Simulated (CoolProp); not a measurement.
The numbers come from the reference Helmholtz-energy equation of state, Bücker 2006 in CoolProp.

Question: Give the vapour pressure (MPa), liquid density (kg/m³), liquid cp (kJ/(kg K)), liquid viscosity (µPa s) of saturated ethane at 246.5, 250.3, 265.6 K.

Answer: 
```
T (K)  p (MPa)  liquid density (kg/m³)  liquid cp (kJ/(kg K))  liquid viscosity (µPa s)
-----  -------  ----------------------  ---------------------  ------------------------
246.5     1.18                     454                   2.94                      81.4
250.3     1.31                     448                   3.00                      77.9
265.6     1.98                     417                   3.34                      64.6
```

Viscosity comes from a separate model (Friend 1991).
